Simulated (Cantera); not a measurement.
Input: 1 mol C2H5OH, 85 mol H2, held at 1775 K.

Equilibrium computed with Cantera from the NASA thermochemical tables; the gas is ideal and each condensed phase is pure. Candidate condensed phases: C, C6H6, C7H8, C8H18, H2O; 110 gas species. Equilibrium is a limit: real reactors are often held back by kinetics, nucleation or transport.

### Question
At 160 Pa, list the 4 most abundant gas species with their mole fractions, and the condensed phases.

### Answer
H2 0.981, CO 0.0112, H 0.00717, C2H2 (acetylene) 0.000140. Condensed: C(graphite).
